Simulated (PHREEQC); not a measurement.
Consider water at 29 °C with 0.89 mol MgSO4 and 0.59 mol HCl per kg of water. Closed to the air; pH follows from the charge balance.

Equilibrium calculation in PHREEQC: Pitzer model, pitzer.dat.

Q: The ionic strength comes out as 3.44 mol/kgw. What activity coefficients do HSO4-, SO4-2, Mg+2, Cl-, H+ get?

A: HSO4- 0.71, SO4-2 0.019, Mg+2 0.30, Cl- 0.58, H+ 0.99. Single-ion values are on the MacInnes scale.

This is a speciation only: nothing precipitates in the calculation. In brines, pH and single-ion activities rest on the MacInnes convention.
